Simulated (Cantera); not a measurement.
An isothermal, constant-pressure homogeneous reactor starts with 1.42 % H₂, 78.9 % O₂, 19.7 % N₂, equivalence ratio 0.0090, at 950 K and 20.0 Torr.

Model: the H2/O2 subset of GRI-Mech 3.0, which has no nitrogen chemistry, integrated in Cantera. Radical loss at walls, strong at low pressure, is not modelled.

One state of this run: x H₂ = 2.80e-6; x O₂ = 0.787; x H₂O₂ = 2.95e-8; x HO₂ = 5.22e-7; x H = 5.12e-7. x: mole fraction; the columns are a selection and need not sum to one.

Which value of t (s) does it belong to?
A. 20.0
B. 0.200
C. 2.00e-5
D. 0.0200

B, 0.200
